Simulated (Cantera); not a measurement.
An adiabatic, constant-volume homogeneous reactor starts with CH4 : O2 : N2 = 1 : 1.67 : 6.27 (molar parts), at 1675 K and 0.310 bar. Integrator tolerance rtol = 1e-08.

Cantera simulation using GRI-Mech 3.0 (53 species, 325 reactions); the numbers are that mechanism's predictions, not measurements.

What does this change do: initial temperature 1675 to 975 K?


```csv
quantity,before,after
time of steepest temperature rise,0.711 ms,not reached
temperature at 0.300 s,2860 K,975 K
equilibrium temperature,2860 K,2706 K
x(CH4) at 0.300 s,<1e-12 (gas-phase equilibrium <1e-12),0.112 (gas-phase equilibrium <1e-12)
x(O2) at 0.300 s,0.0133 (gas-phase equilibrium 0.0133),0.187 (gas-phase equilibrium 0.00643)
x(C2H4) at 0.300 s,<1e-12 (gas-phase equilibrium <1e-12),8.34e-9 (gas-phase equilibrium <1e-12)
x(NO) at 0.300 s,0.00904 (gas-phase equilibrium 0.00904),<1e-12 (gas-phase equilibrium 0.00515)
x(H2O) at 0.300 s,0.135 (gas-phase equilibrium 0.135),6.15e-6 (gas-phase equilibrium 0.165)
x(OH) at 0.300 s,0.0258 (gas-phase equilibrium 0.0258),5.55e-11 (gas-phase equilibrium 0.0144)
x(CH2CO) at 0.300 s,<1e-12 (gas-phase equilibrium <1e-12),<1e-12 (gas-phase equilibrium <1e-12)
```
Below about 1000 K GRI-Mech 3.0 lacks low-temperature oxidation paths.

What does this change do: initial temperature 1675 to 1800 K?


```tsv
quantity	before	after
time of steepest temperature rise	0.711 ms	0.320 ms
temperature at 0.300 s	2860 K	2884 K
equilibrium temperature	2860 K	2884 K
x(CH4) at 0.300 s	<1e-12 (gas-phase equilibrium <1e-12)	<1e-12 (gas-phase equilibrium <1e-12)
x(O2) at 0.300 s	0.0133 (gas-phase equilibrium 0.0133)	0.0143 (gas-phase equilibrium 0.0143)
x(C2H4) at 0.300 s	<1e-12 (gas-phase equilibrium <1e-12)	<1e-12 (gas-phase equilibrium <1e-12)
x(NO) at 0.300 s	0.00904 (gas-phase equilibrium 0.00904)	0.00966 (gas-phase equilibrium 0.00966)
x(H2O) at 0.300 s	0.135 (gas-phase equilibrium 0.135)	0.129 (gas-phase equilibrium 0.129)
x(OH) at 0.300 s	0.0258 (gas-phase equilibrium 0.0258)	0.0277 (gas-phase equilibrium 0.0277)
x(CH2CO) at 0.300 s	<1e-12 (gas-phase equilibrium <1e-12)	<1e-12 (gas-phase equilibrium <1e-12)
```
